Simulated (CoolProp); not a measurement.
The fluid at 243.16 K and 0.102 MPa is throttled through a valve to 0.0402 MPa with no heat exchange. The same conditions are run with several fluids, on thermodynamics alone (safety and materials aside).

Model: reference Helmholtz-energy equation of state of each fluid (nitrous oxide: Lemmon 2006; R407C: Lemmon 2003; CF4 (R14): Platzer 1990; C2F6 (R116): Lemmon 2006; R13: Platzer 1990), in CoolProp. The equations of Platzer and Polt are older, rougher fits. Blends and air are pseudo-pure fits.

Task: Rank nitrous oxide, R407C, CF4 (R14), C2F6 (R116), R13 by temperature change (K), highest first.

Result: CF4 (R14) (-0.5), C2F6 (R116) (-0.9), nitrous oxide (-1.1), R13 (-1.3), R407C (-2.9)

```json
[
 {"fluid": "nitrous oxide", "final density (kg/m³)": "0.883"},
 {"fluid": "R407C", "final density (kg/m³)": "1.76"},
 {"fluid": "CF4 (R14)", "final density (kg/m³)": "1.76"},
 {"fluid": "C2F6 (R116)", "final density (kg/m³)": "2.78"},
 {"fluid": "R13", "final density (kg/m³)": "2.10"}
]
```
